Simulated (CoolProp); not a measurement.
Values from CoolProp's reference Helmholtz-energy equation of state, Lemmon 2006. It is a short technical equation, of lower accuracy than the large ones.

Problem. For C2F6 (R116), give the phase and the speed of sound (m/s), expansivity (1/kK), conductivity (mW/(m K)) at -47.95 °C and 4230 kPa; 90.35 °C and 4230 kPa.

Solution. 
- -47.95 °C and 4230 kPa: liquid; speed of sound 466, expansivity 3.20, conductivity 67.0
- 90.35 °C and 4230 kPa: supercritical; speed of sound 129, expansivity 6.74, conductivity 23.2

Thermal conductivity comes from a separate model (Huber 2003), an estimate that may be off by 10 % or more.
